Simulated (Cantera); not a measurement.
What does this Cantera script print?

```python
import numpy as np
import cantera as ct

gas_names = """
    B BH BH2 BH3 BN B2 H H2 N NH NH2 NH3 N2 N2H2 N2H4
""".split()
cond_names = """
    B(b) B(L) BN(s)
""".split()


# ... load() reads the species with a 1 bar reference pressure and builds the phases ...
atoms = {
    'borazine': {'B': 3, 'N': 3, 'H': 6},
    'NH3': {'N': 1, 'H': 3},
    'H2': {'H': 2},
}
top_T = {'BN(s)': 3200}  # K; cautious upper limits of use, not melting points


# ... equilibrate(T, P, feed) seeds the gas with the atoms and calls Mixture.equilibrate('TP', solver="vcs", rtol=1e-11, max_steps=5000) ...
results = []
feed = {'borazine': 1, 'NH3': 0.57, 'H2': 5.7}  # mol
T = 1998.15  # K
P = 18000  # Pa
mix = equilibrate(T, P, feed)
results.append((T, P, feed, dict(zip(mix.species_names, mix.species_moles))))
x = sorted(zip(gas.X, gas.species_names), reverse=True)
print(f"T = {T:g} K  P = {P:g} Pa  gas = {mix.phase_moles(0):.4g} mol")
print("   x: " + "  ".join(f"{s} {v:.3e}" for v, s in x if v > 1e-06))
print("   condensed (mol): " + ("  ".join(f"{mix.phase(i).name} {mix.phase_moles(i):.4g}"
      for i in range(1, mix.n_phases) if mix.phase_moles(i) > 1e-12) or "none"))
```

Output:

```
T = 1998.15 K  P = 18000 Pa  gas = 9.859 mol
   x: H2 9.673e-01  N2 2.894e-02  H 3.722e-03  BH2 6.640e-05  BH3 2.135e-06
   condensed (mol): BN(s) 2.999
```

Equilibrium computed with Cantera from the NASA thermochemical tables; the gas is ideal and each condensed phase is pure. The feed counts by its element totals alone. The tables' values for BH2 are old estimates; treat these amounts as uncertain.
